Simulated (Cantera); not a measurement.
## Counterflow diffusion flame

A counterflow diffusion flame at 2.47 atm, nozzles 20 mm apart: fuel side 100 % CH4 at 575 K, oxidiser side 18.0 % O2, 82.0 % N2 at 375 K, fuel mass flux 0.58 times the oxidiser's; mixture-averaged transport, no radiation.

Detailed kinetics in Cantera: GRI-Mech 3.0 (53 species, 325 reactions). GRI-Mech 3.0 has no aromatics or soot, which form on the fuel side of real flames. The maximum strain rate includes the flame's own expansion and is several times the mean.

```tsv
oxidiser flux (kg/m²/s)	max strain (1/s)	mean strain (1/s)	T max (K)	peak x OH	peak x H	peak x NO	peak x CO	peak x C2H2
0.62	159	34.9	2012	0.00409	0.00153	0.000160	0.0313	0.0102
0.88	224	49.5	2001	0.00414	0.00161	0.000147	0.0312	0.00904
1.3	326	73.2	1987	0.00417	0.00170	0.000129	0.0312	0.00776
1.8	444	101	1972	0.00414	0.00175	0.000111	0.0314	0.00676
2.5	609	141	1954	0.00403	0.00178	8.97e-5	0.0316	0.00571
3.6	860	203	1925	0.00378	0.00175	6.33e-5	0.0320	0.00448
5	1160	281	1885	0.00335	0.00162	3.78e-5	0.0325	0.00323
```
x: mole fraction; the columns are a selection and need not sum to one.
